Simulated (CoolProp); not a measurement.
R1233zd(E) along the isobar 4040 kPa: density (kg/m³) from the reference equation and from simpler models built on Tc = 438.9 K, pc = 3583 kPa, ω = 0.304; each cubic takes its own stable root.

Model: reference Helmholtz-energy equation of state, Akasaka 2022, in CoolProp.

| T (K) | phase | reference |
|---|---|---|
| 272.6 | liquid | 1331 |
| 292.3 | liquid | 1288 |
| 312 | liquid | 1242 |
| 331.7 | liquid | 1193 |
| 351.4 | liquid | 1140 |
| 371.1 | liquid | 1082 |
| 390.9 | liquid | 1014 |
| 410.6 | liquid | 931.5 |
| 430.3 | liquid | 812.1 |
| 450 | supercritical | 347.8 |

### Question
How far does each simpler model (van der Waals, Redlich-Kwong, Soave-Redlich-Kwong, Peng-Robinson) lie from the reference over these 10 states: mean and median of the absolute difference, and the worst?

### Answer
- van der Waals: mean 35.9 %, median 38.7 %, worst -40.0 % at 272.6 K and 4040 kPa
- Redlich-Kwong: mean 14.4 %, median 14.4 %, worst -20.8 % at 430.3 K and 4040 kPa
- Soave-Redlich-Kwong: mean 11.7 %, median 10.3 %, worst -18.9 % at 430.3 K and 4040 kPa
- Peng-Robinson: mean 2.6 %, median 1.8 %, worst -9.6 % at 430.3 K and 4040 kPa
